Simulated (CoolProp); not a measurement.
Model: reference Helmholtz-energy equation of state, Thol 2019, in CoolProp.

**Question.** For decamethylcyclopentasiloxane (D5), give the phase and the density (kg/m³), isothermal compressibility (1/MPa) at 620 K and 0.909 bar.

**Answer.** 
- 620 K and 0.909 bar: gas; density 6.74, isothermal compressibility 11.4
